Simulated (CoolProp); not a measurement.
Computed with CoolProp (reference Helmholtz-energy equation of state, Gedanitz 2015).

For cyclopentane, give the phase and the Z, cp (kJ/(kg K)), Joule-Thomson coefficient (K/MPa), viscosity (µPa s) at 330.1 K and 1.01 MPa.


- 330.1 K and 1.01 MPa: liquid; Z 0.0364, cp 1.97, Joule-Thomson coefficient -0.364, viscosity 237

Viscosity comes from a separate model (Chung 1988), a generic estimate that can be far off for the liquid and wasn't checked against measurements.
